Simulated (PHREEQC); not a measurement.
Make-up at 25 °C: 0.45 mmol/kgw CaSO4, 0.13 mmol/kgw Na2SO4 and 0.44 mmol/kgw KCl. Closed to the air; pH follows from the charge balance.

Equilibrium calculation in PHREEQC: ion-association model, wateq4f.dat.

Precipitation was switched off in this run.

Question: Order these S species by the share of S that they hold, largest first: CaSO4, KSO4-, SO4-2.

Answer: SO4-2 (95 %), CaSO4 (5.1 %), KSO4- (0.23 %)

The ionic strength is 0.00251 mol/kgw.
